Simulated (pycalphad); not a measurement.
An equivalent pycalphad script:

```python
from pycalphad import Database, equilibrium, calculate, variables as v
import numpy as np
db = Database('COST507.tdb')
comps = ['SI', 'SN', 'VA']
phases = ['BCT_A5', 'DIAMOND_A4', 'LIQUID']
eq = equilibrium(db, comps, phases, {v.X('SN'): 0.5816, v.T: np.arange(1850, 499, -40), v.P: 101325, v.N: 1}, output=['HM', 'SM'])
```

Computed with pycalphad from the COST 507 light-alloy database (1999), at 1 atm. The data set is of 1999 and partly superseded. Phase fractions are per mole of atoms.

Results at three of the temperatures:

```
T = 1090.00 K, P = 101325 Pa, N = 1 mol of atoms
G = -62112 J/mol, H = 25729 J/mol, S = 80.59 J/(mol K)  (SER reference)
chemical potentials (J/mol): Si -34745, Sn -81800
phase             fraction      x(Si)      x(Sn)
LIQUID              0.5862     0.0078     0.9922
DIAMOND_A4          0.4138     1.0000   4.21e-07
```

```
T = 810.00 K, P = 101325 Pa, N = 1 mol of atoms
G = -40698 J/mol, H = 17705 J/mol, S = 72.10 J/(mol K)  (SER reference)
chemical potentials (J/mol): Si -21893, Sn -54226
phase             fraction      x(Si)      x(Sn)
LIQUID              0.5818   0.000384     0.9996
DIAMOND_A4          0.4182     1.0000   4.25e-07
```

```
T = 570.00 K, P = 101325 Pa, N = 1 mol of atoms
G = -24470 J/mol, H = 11217 J/mol, S = 62.61 J/(mol K)  (SER reference)
chemical potentials (J/mol): Si -12833, Sn -32842
phase             fraction      x(Si)      x(Sn)
LIQUID              0.5816   3.03e-06     1.0000
DIAMOND_A4          0.4184     1.0000   2.69e-07
```

Changes of the phase set, refined by bisection:

```
T (K)   phases above           phases below
------  ------------  ---------------------
1598.0        liquid  diamond (Si) + liquid
```

DIAMOND_A4 is diamond (Si).
